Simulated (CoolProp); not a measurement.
Vapour-liquid equilibrium of R152A (1) + R113 (2) at 76.7 kPa; x and y are mole fractions of (1).

Model: multi-fluid Helmholtz-energy mixture model, Outcalt 1996 and Marx 1992; pair parameters Bell 2016, in CoolProp.

```tsv
x	bubble temperature (°C)	y at the bubble point	dew temperature at overall composition x (°C)	liquid density (mol/L)
0.05	16.6	0.596	(withheld)	8.620
0.15	(withheld)	0.866	35.0	9.296
0.25	-15.0	(withheld)	31.6	9.859
0.35	-19.8	0.947	(withheld)	10.41
0.45	-22.4	0.958	23.8	10.98
0.55	-24.1	0.964	(withheld)	11.59
0.65	-25.3	0.969	13.3	12.27
0.75	-26.5	0.975	6.2	13.04
0.85	-27.7	(withheld)	-3.6	13.91
0.95	-29.3	0.992	-20.5	14.93
```

Task: Fill in the missing entries.

Result: 
- 0.05, dew temperature at overall composition x (°C): 38.0
- 0.15, bubble temperature (°C): -5.6
- 0.25, y at the bubble point: 0.925
- 0.35, dew temperature at overall composition x (°C): 27.9
- 0.55, dew temperature at overall composition x (°C): 19.0
- 0.85, y at the bubble point: 0.982

No azeotrope shows between x = 0.05 and 0.95.

The pair parameters rest on a limited set of measurements; away from them the model extrapolates. With so large a gap from Raoult's law the liquid may split in two, which this calculation doesn't test in full.
